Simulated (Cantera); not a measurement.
# Carbon deposition, reforming and gasification: C6H6 + H2O

A closed system holds: 1 mol C6H6, 0.14 mol H2O, held at 1.00 Torr.

Method: chemical equilibrium by Gibbs-energy minimisation in Cantera with the NASA 1993 tables (ideal gas, pure condensed phases). Candidate condensed phases: C, C6H6, C7H8, C8H18, H2O; 110 gas species. The numbers say what is thermodynamically allowed, not how fast it happens.

```tsv
T (K)	x H2	x CO	x H2O	x CH4	x CO2	x H	x C2H2 (acetylene)	x CH3	n C(graphite)
748	0.954	0.0365	0.00447	0.00402	0.00106	7.70e-12	<1e-12	<1e-12	5.86
823	0.956	0.0418	0.000706	0.00114	0.000112	1.96e-10	3.20e-12	3.47e-12	5.86
898	0.957	0.0425	0.000137	0.000391	1.42e-5	2.93e-9	5.03e-11	1.91e-11	5.86
973	0.957	0.0427	3.39e-5	0.000157	2.43e-6	2.90e-8	5.15e-10	8.05e-11	5.86
1048	0.957	0.0427	1.02e-5	7.13e-5	5.39e-7	2.07e-7	3.77e-9	2.74e-10	5.86
1123	0.957	0.0427	3.59e-6	3.59e-5	1.47e-7	1.14e-6	2.11e-8	7.90e-10	5.86
1198	0.957	0.0427	1.45e-6	1.96e-5	4.72e-8	5.09e-6	9.47e-8	1.99e-9	5.86
1273	0.957	0.0427	6.48e-7	1.15e-5	1.75e-8	1.91e-5	3.56e-7	4.47e-9	5.86
1348	0.957	0.0427	3.18e-7	7.13e-6	7.24e-9	6.20e-5	1.15e-6	9.16e-9	5.86
1423	0.957	0.0427	1.68e-7	4.65e-6	3.31e-9	0.000178	3.29e-6	1.74e-8	5.86
```
x: gas mole fraction; n: condensed amount in mol.

From 748 K to 1423 K the condensed part is C(graphite). The main C-bearing gas is CO throughout.
